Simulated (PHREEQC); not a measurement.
Alkaline etch or developer (model solution)

Consider water at 25 °C with 0.00073 mol/kgw NH3, 0.0091 mol/kgw Na2SiO3 and 0.28 mol/kgw (CH3)4NCl. Closed to the air; pH follows from the charge balance.

All values are PHREEQC results (ion-association model, wateq4f.dat), not measurements.

Precipitation was switched off in this run.

**Question.** Predict the pH.

**Answer.** pH 11.76.

**Question.** In which forms is Si present?

**Answer.** H3SiO4- 90 %, H2SiO4-2 8.9 %, H4SiO4 0.7 % of the Si.

Complexes and solids missing from the database can't appear. (CH3)4N+ isn't in the database: it is added as a free cation with an ion size of 4 Å.
